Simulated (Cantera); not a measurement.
Adiabatic ignition

An adiabatic, constant-volume homogeneous reactor starts with H2 : O2 : N2 = 1 : 0.357 : 1.34 (molar parts), at 975 K and 500000 Pa.

Computed with Cantera and GRI-Mech 3.0 (53 species, 325 reactions). The hydrogen kinetics of GRI-Mech 3.0 are dated; newer H2 mechanisms differ, most at raised pressure. Above 3000 K some thermodynamic fits are extrapolated.

```tsv
t (s)	T (K)	P (bar)	x H2	x O2	x OH	x NO	x HO2
2.00e-6	975	5.00	0.371	0.132	<1e-12	<1e-12	3.47e-10
5.22e-6	975	5.00	0.371	0.132	<1e-12	<1e-12	9.96e-10
1.36e-5	975	5.00	0.371	0.132	<1e-12	<1e-12	2.70e-9
3.56e-5	975	5.00	0.371	0.132	<1e-12	<1e-12	7.16e-9
9.28e-5	975	5.00	0.371	0.132	1.13e-12	<1e-12	1.90e-8
0.000242	975	5.00	0.371	0.132	1.62e-12	<1e-12	5.10e-8
0.000632	975	5.00	0.371	0.132	3.69e-12	<1e-12	1.47e-7
0.00165	975	5.00	0.371	0.132	1.67e-11	<1e-12	5.62e-7
0.00431	975	5.00	0.371	0.132	2.19e-10	<1e-12	4.76e-6
0.0112	980	5.03	0.370	0.132	6.43e-9	<1e-12	3.19e-5
0.0294	3030	13.7	0.124	0.000931	0.0127	0.00279	2.48e-6
0.0766	3030	13.7	0.124	0.000931	0.0127	0.00279	2.48e-6
0.200	3030	13.7	0.124	0.000931	0.0127	0.00279	2.48e-6
```
x: mole fraction; the columns are a selection and need not sum to one.

- time of steepest temperature rise: 17.1 ms
- temperature at 0.200 s: 3030 K
- equilibrium temperature: 3030 K
- x(H2) at 0.200 s: 0.124 (gas-phase equilibrium 0.124)
- x(O2) at 0.200 s: 0.000931 (gas-phase equilibrium 0.000931)
- x(OH) at 0.200 s: 0.0127 (gas-phase equilibrium 0.0127)
